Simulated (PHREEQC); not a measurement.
Dissolve 0.004 mol HBF4 per kg of water at 25 °C. Closed to the air; pH follows from the charge balance.

The numbers come from PHREEQC with the ion-association model, wateq4f.dat.

No solid was allowed to form.

Problem. Estimate the pH, ionic strength.

Solution. pH 2.46; ionic strength 0.00372 mol/kgw.

Problem. In which forms is B present?

Solution. BF4- 65 %, H3BO3 27 %, BF3OH- 6.3 %, BF2(OH)2- 2.2 % of the B.

Real BF4- forms and hydrolyses slowly; the run takes it at equilibrium.
